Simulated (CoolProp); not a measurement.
Vapour-liquid equilibrium of 1-butene (1) + n-butane (2) at 23.45 °C; x and y are mole fractions of (1).

Model: multi-fluid Helmholtz-energy mixture model, Lemmon 2005 and Bücker 2006; pair parameters Bell 2016, in CoolProp.

**Question.** Give the bubble pressure and the first vapour's composition at x = 0.05, 0.15, 0.35. Is there an azeotrope?

**Answer.** x = 0.05: 2.345 bar, y = 0.060; x = 0.15: 2.402 bar, y = 0.178; x = 0.35: 2.517 bar, y = 0.397. No azeotrope shows between x = 0.05 and 0.95.

Pair parameters are fitted to limited data, so mixtures are less certain than the pure fluids.
